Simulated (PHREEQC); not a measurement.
Consider water at 25 °C with 0.0195 mol H3BO3 per kg of water. Closed to the air; pH follows from the charge balance.

Equilibrium calculation in PHREEQC: ion-association model, wateq4f.dat.

Precipitation was switched off in this run.

### Question
Estimate the pH, ionic strength.

### Answer
pH 5.47; ionic strength 3.36e-6 mol/kgw.

Species that the database lacks are ignored.
